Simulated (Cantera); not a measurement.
A Cantera script and its output.

```python
import numpy as np
import cantera as ct

gas = ct.Solution("gri30.yaml")
gas.TPX = 600, 500000, {'CH4': 1, 'H2': 0.098, 'O2': 1.46, 'N2': 10.2}
inlet = ct.Reservoir(gas, clone=True)
gas.equilibrate("HP")  # start burning
reactor = ct.IdealGasConstPressureReactor(gas, energy="on", clone=False)
exhaust = ct.Reservoir(gas, clone=True)
tau = [0.085, 0.044, 0.023, 0.012, 0.0062, 0.0032, 0.0017, 0.00087, 0.00045, 0.00023, 0.00012, 6.3e-05, 3.3e-05][0]
for a, b in ((inlet, reactor), (reactor, exhaust)):
    ct.MassFlowController(a, b, mdot=lambda t: reactor.mass / tau)
net = ct.ReactorNet([reactor])
show = ['CH4', 'H2', 'O2', 'C2H4', 'CH2O', 'HCO', 'HCN']

rows = []
print(f"{'tau/s':>10s}{'T/K':>9s}" + "".join(f"{s:>11s}" for s in show))
for tau in [0.085, 0.044, 0.023, 0.012, 0.0062, 0.0032, 0.0017, 0.00087, 0.00045, 0.00023, 0.00012, 6.3e-05, 3.3e-05]:
    net.initial_time = 0.0
    net.advance(30 * tau)
    before = gas.X
    net.advance(40 * tau)
    drift = np.max(np.abs(gas.X - before) / (gas.X + 1e-9))
    rows.append([gas.T, *gas[show].X, drift])
    print(f"{tau:10.3e}{gas.T:9.1f}" + "".join(f"{x:11.3e}" for x in gas[show].X))
```

Result:

```
     tau/s      T/K        CH4         H2         O2       C2H4       CH2O        HCO        HCN
 8.500e-02   1727.5  5.074e-03  2.813e-02  9.342e-04  8.082e-05  7.441e-06  9.001e-09  2.670e-06
 4.400e-02   1722.8  5.594e-03  2.670e-02  1.528e-03  1.246e-04  1.169e-05  1.461e-08  2.553e-06
 2.300e-02   1713.4  6.048e-03  2.567e-02  2.431e-03  1.907e-04  1.817e-05  2.509e-08  2.281e-06
 1.200e-02   1697.0  6.528e-03  2.495e-02  3.846e-03  2.936e-04  2.874e-05  4.565e-08  1.831e-06
 6.200e-03   1668.4  7.260e-03  2.441e-02  6.282e-03  4.671e-04  4.875e-05  8.973e-08  1.191e-06
 3.200e-03   1605.4  9.163e-03  2.387e-02  1.183e-02  8.428e-04  1.051e-04  2.018e-07  3.992e-07
 1.700e-03    600.0  7.838e-02  7.681e-03  1.144e-01 -2.018e-16 -1.865e-16 -5.222e-30 -2.495e-20
 8.700e-04    600.0  7.838e-02  7.681e-03  1.144e-01  9.455e-20  2.303e-19  6.449e-33  1.169e-23
 4.500e-04    600.0  7.838e-02  7.681e-03  1.144e-01  1.089e-22  4.108e-20  1.150e-33  1.346e-26
 2.300e-04    600.0  7.838e-02  7.681e-03  1.144e-01  6.912e-25  1.134e-20  3.174e-34  8.548e-29
 1.200e-04    600.0  7.838e-02  7.681e-03  1.144e-01  2.902e-27  3.115e-21  8.708e-35  3.589e-31
 6.300e-05    600.0  7.838e-02  7.681e-03  1.144e-01  5.666e-29  9.102e-22  2.496e-35  7.004e-33
 3.300e-05    600.0  7.838e-02  7.681e-03  1.144e-01  2.131e-30  2.677e-22  1.068e-35  2.625e-34
```

Computed with Cantera and GRI-Mech 3.0 (53 species, 325 reactions).
